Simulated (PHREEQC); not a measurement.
## Acid mine or pickling water

Synthetic water in mmol/kgw, 25 °C, pH 1.87, pe 8.9: Na 16.9; K 0.906; Ca 7.34; Mg 11.1; Cl 16.5; S(6) 32.3; Mn(2) 0.966; Cd 0.00578.

Na is adjusted to close the charge balance.
Valence states are taken as typed.

All values are PHREEQC results (ion-association model, phreeqc.dat), not measurements.

Each row changes one thing in this solution. No solid was allowed to form.

```json
[
 {"case": "as made", "ionic strength (mol/kgw)": "0.0851", "SO4-2 (mol/kgw)": "0.0152", "HSO4- (mol/kgw)": "0.00990", "Mg+2 (mol/kgw)": "0.00702", "MgSO4 (mol/kgw)": "0.00408", "CaSO4 (mol/kgw)": "0.00212", "SI of Gypsum (CaSO4:2H2O)": "-0.34", "SI of Halite (NaCl)": "-5.40"},
 {"case": "Cl from 16.5 to 33 mmol/kgw", "ionic strength (mol/kgw)": "0.103", "SO4-2 (mol/kgw)": "0.0155", "HSO4- (mol/kgw)": "0.00961", "Mg+2 (mol/kgw)": "0.00726", "MgSO4 (mol/kgw)": "0.00384", "CaSO4 (mol/kgw)": "0.00197", "SI of Gypsum (CaSO4:2H2O)": "-0.37", "SI of Halite (NaCl)": "-4.79"},
 {"case": "temperature from 25 to 60 °C at the same typed pH", "ionic strength (mol/kgw)": "0.0727", "SO4-2 (mol/kgw)": "0.00971", "HSO4- (mol/kgw)": "0.0149", "Mg+2 (mol/kgw)": "0.00611", "MgSO4 (mol/kgw)": "0.00500", "CaSO4 (mol/kgw)": "0.00176", "SI of Gypsum (CaSO4:2H2O)": "-0.45", "SI of Halite (NaCl)": "-5.61"}
]
```

Away from 25 °C the constants follow the database's enthalpies or fits; those with neither stay at their 25 °C values.
